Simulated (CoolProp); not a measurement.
The numbers come from the reference Helmholtz-energy equation of state, Thol 2018 in CoolProp.

Task: For hydrogen chloride, give the phase and the cv (kJ/(kg K)) at 367.2 K and 0.0657 MPa.

Result: 
- 367.2 K and 0.0657 MPa: gas; cv 0.572
